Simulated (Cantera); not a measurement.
Charge: 1 mol c-C₄F₈, 0.97 mol CH₄, held at 1.33 mbar.

These are equilibrium values from Cantera (NASA tables, ideal gas, pure condensed phases), not measurements of a reactor. Candidate condensed phases: C, C₆H₆, C₇H₈, C₈H₁₈; 95 gas species. The feed counts by its element totals alone. Gases not in the tables: C₂F₆ and larger saturated fluorocarbons. Kinetics and transport are ignored.

x: gas mole fraction; n: condensed amount in mol.

| T (K) | x HF | x CF₄ | x CF₂ | x F | n C(graphite) |
|---|---|---|---|---|---|
| 1448 | 0.790 | 0.210 | … | 7.69e-5 | 3.94 |
| 1473 | 0.790 | 0.209 | … | 0.000120 | 3.94 |
| 1498 | 0.790 | 0.209 | … | 0.000185 | 3.94 |
| 1523 | 0.790 | 0.209 | … | 0.000280 | 3.94 |
| 1548 | 0.790 | 0.209 | … | 0.000420 | 3.94 |
| 1573 | 0.789 | 0.209 | … | 0.000621 | 3.94 |
| 1598 | 0.789 | 0.208 | … | 0.000906 | 3.94 |
| 1623 | 0.788 | 0.207 | … | 0.00131 | 3.93 |
| 1648 | 0.788 | 0.206 | … | 0.00186 | 3.93 |
| 1673 | 0.786 | 0.205 | … | 0.00263 | 3.93 |
| 1698 | 0.785 | 0.204 | … | 0.00367 | 3.93 |
| 1723 | 0.783 | 0.202 | … | 0.00507 | 3.92 |

Task: What belongs in the gaps?

Result: 
- 1448, x CF₂: 0.000240
- 1473, x CF₂: 0.000355
- 1498, x CF₂: 0.000520
- 1523, x CF₂: 0.000751
- 1548, x CF₂: 0.00107
- 1573, x CF₂: 0.00151
- 1598, x CF₂: 0.00210
- 1623, x CF₂: 0.00290
- 1648, x CF₂: 0.00396
- 1673, x CF₂: 0.00535
- 1698, x CF₂: 0.00715
- 1723, x CF₂: 0.00946
